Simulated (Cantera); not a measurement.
## Equilibrium for nitride etching: AlN + H2

A closed system holds: 1 mol AlN, 7.6 mol H2, at 750 °C and 16.0 Pa.

Method: chemical equilibrium by Gibbs-energy minimisation in Cantera with the NASA 1993 tables (ideal gas, pure condensed phases). Candidate condensed phases: Al, AlN; 13 gas species. The numbers say what is thermodynamically allowed, not how fast it happens.

| Item | Result |
|---|---|
| x(H2) | 1.00 |
| n(AlN(s)) | 1.00 mol |
| gas amount | 7.600 mol |
| log10 activity of Al(l) (absent) | -3.74 |
